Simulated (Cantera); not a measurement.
Source: NASA polynomial tables (part measured, part estimated), evaluated in Cantera. Values are per mole of reaction as written; species without (g) are pure solids or liquids, kept so even where they would boil at 1 bar. TaC: taken at fixed stoichiometry.

2 C + 10 N(g) + Ta₂O₅ → 2 TaC + 5 N₂O(g), with ΔH° = -2561.1 kJ and ΔS° = -503.4 J/K at 300 K.

Task: How far is the shortcut ΔG° ≈ ΔH°(300 K) − T·ΔS°(300 K) from the full temperature-dependent value at 1348, 1398, 1448, 1498, 1548, 1598, 1648, 1698, 1748, 1798 K?

Result: 
| T (K) | shortcut (kJ) | full (kJ) | difference (kJ) | difference in log10 K |
|---|---|---|---|---|
| 1348 | -1882.5 | -1809.5 | -73.1 | 2.83 |
| 1398 | -1857.3 | -1779.0 | -78.3 | 2.93 |
| 1448 | -1832.2 | -1748.6 | -83.6 | 3.02 |
| 1498 | -1807.0 | -1718.0 | -89.0 | 3.10 |
| 1548 | -1781.8 | -1687.4 | -94.4 | 3.19 |
| 1598 | -1756.7 | -1656.7 | -99.9 | 3.27 |
| 1648 | -1731.5 | -1626.0 | -105.5 | 3.34 |
| 1698 | -1706.3 | -1595.2 | -111.1 | 3.42 |
| 1748 | -1681.1 | -1564.3 | -116.8 | 3.49 |
| 1798 | -1656.0 | -1533.4 | -122.6 | 3.56 |
The shortcut ignores the heat-capacity change of the reaction.
